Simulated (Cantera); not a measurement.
Charge: 1 mol Si3N4, 0.12 mol CO2, 24 mol N2, at 0.0105 Torr.

Method: chemical equilibrium by Gibbs-energy minimisation in Cantera with the NASA 1993 tables (ideal gas, pure condensed phases). Candidate condensed phases: C, Si, SiC, SiO2, Si2N2O, Si3N4; 34 gas species. Mutual solubility and eutectic melting of coexisting phases are not modelled. Equilibrium is a limit: real reactors are often held back by kinetics, nucleation or transport.

**Question.** Which condensed phases are stable at each of these points (T (K)): 1400, 1475, 1550, 1625, 1700, 1775, 1850, 1925, 2000, 2075?

**Answer.** 
```json
[
 {"T (K)": "1400", "condensed phases": "SiC(s) + Si2N2O(s) + Si3N4(s)", "Si condensed (%)": "97.2"},
 {"T (K)": "1475", "condensed phases": "Si(s) + SiC(s)", "Si condensed (%)": "91.8"},
 {"T (K)": "1550", "condensed phases": "Si(s) + SiC(s)", "Si condensed (%)": "90.1"},
 {"T (K)": "1625", "condensed phases": "Si(s) + SiC(s)", "Si condensed (%)": "81.7"},
 {"T (K)": "1700", "condensed phases": "Si(l) + SiC(s)", "Si condensed (%)": "46.3"},
 {"T (K)": "1775", "condensed phases": "SiC(s)", "Si condensed (%)": "1.5"},
 {"T (K)": "1850", "condensed phases": "gas only", "Si condensed (%)": "0.0"},
 {"T (K)": "1925", "condensed phases": "gas only", "Si condensed (%)": "0.0"},
 {"T (K)": "2000", "condensed phases": "gas only", "Si condensed (%)": "0.0"},
 {"T (K)": "2075", "condensed phases": "gas only", "Si condensed (%)": "0.0"}
]
```

At 1400 K the condensed part is SiC(s) + Si2N2O(s) + Si3N4(s). From 1475 K to 1625 K the condensed part is Si(s) + SiC(s). At 1700 K the condensed part is Si(l) + SiC(s). At 1775 K the condensed part is SiC(s). From 1850 K to 2075 K nothing is condensed.
